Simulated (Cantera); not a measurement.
Cantera run:

```python
import numpy as np
import cantera as ct

gas_names = [...]  # 76 gases of nasa_gas.yaml made of C, H
cond_names = """
    C(gr) C6H6(L) C7H8(L) C8H18(L),n-octa
""".split()


# ... load() reads the species with a 1 bar reference pressure and builds the phases ...
atoms = {
    'n-butane': {'C': 4, 'H': 10},
    'H2': {'H': 2},
}
top_T = {'C(gr)': 4500}  # K; cautious upper limits of use, not melting points


# ... equilibrate(T, P, feed) seeds the gas with the atoms and calls Mixture.equilibrate('TP', solver="vcs", rtol=1e-11, max_steps=5000) ...
results = []
feed = {'n-butane': 1, 'H2': 1.9}  # mol
P = 320  # Pa
for T in [1998, 2073, 2148, 2223, 2298, 2373, 2448, 2523, 2598]:
    mix = equilibrate(T, P, feed)
    results.append((T, P, feed, dict(zip(mix.species_names, mix.species_moles))))

top = {s: max(r[3][s] / sum(r[3][g] for g in gas_names) for r in results) for s in gas_names}
cols = sorted((s for s in top if top[s] > 1e-06), key=lambda s: -top[s])[:9]
seen = [c for c in cond_names if any(r[3].get(c, 0) > 1e-12 for r in results)]
print("log10 of partial pressures in bar; condensed amounts in mol")
print(f"{'T/K':>10s}" + "".join(f"{s[:9]:>10s}" for s in cols + seen))
for T, P, feed, n in results:
    ng = sum(n[g] for g in gas_names)
    print(f"{T:10.4g}" + "".join(f"{np.log10(max(n[s] / ng * P / 1e5, 1e-99)):10.3f}" for s in cols)
          + "".join(f"{n.get(c, 0):10.4g}" for c in seen))
```

It prints:

```
log10 of partial pressures in bar; condensed amounts in mol
       T/K        H2         H C2H2,acet       C2H        C3         C        C2      C4H2 C2H2,viny     C(gr)
      1998    -2.507    -4.049    -5.628    -8.899   -10.579   -10.535   -11.652    -9.144    -9.668      3.99
      2073    -2.516    -3.838    -5.427    -8.373    -9.804    -9.858   -10.872    -8.733    -9.298     3.983
      2148    -2.528    -3.644    -5.245    -7.887    -9.086    -9.228   -10.148    -8.355    -8.960     3.974
      2223    -2.545    -3.466    -5.082    -7.436    -8.417    -8.640    -9.474    -8.009    -8.651     3.962
      2298    -2.570    -3.304    -4.939    -7.020    -7.793    -8.092    -8.844    -7.695    -8.371     3.945
      2373    -2.604    -3.157    -4.815    -6.636    -7.209    -7.578    -8.255    -7.412    -8.120     3.924
      2448    -2.650    -3.026    -4.713    -6.282    -6.663    -7.096    -7.702    -7.161    -7.900     3.897
      2523    -2.710    -2.911    -4.635    -5.958    -6.150    -6.643    -7.183    -6.942    -7.709     3.862
      2598    -2.788    -2.813    -4.581    -5.664    -5.667    -6.216    -6.695    -6.757    -7.551     3.815
```

Method: chemical equilibrium by Gibbs-energy minimisation in Cantera with the NASA 1993 tables (ideal gas, pure condensed phases).
